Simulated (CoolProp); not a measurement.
Values from CoolProp's reference Helmholtz-energy equation of state, Thol 2014.

For chloromethane (R40), give the phase and the cv (kJ/(kg K)), Joule-Thomson coefficient (K/MPa) at 168.25 °C and 0.101 MPa; 185.85 °C and 0.101 MPa; 203.45 °C and 0.101 MPa.


- 168.25 °C and 0.101 MPa: gas; cv 0.851, Joule-Thomson coefficient 10.7
- 185.85 °C and 0.101 MPa: gas; cv 0.875, Joule-Thomson coefficient 9.61
- 203.45 °C and 0.101 MPa: gas; cv 0.899, Joule-Thomson coefficient 8.68
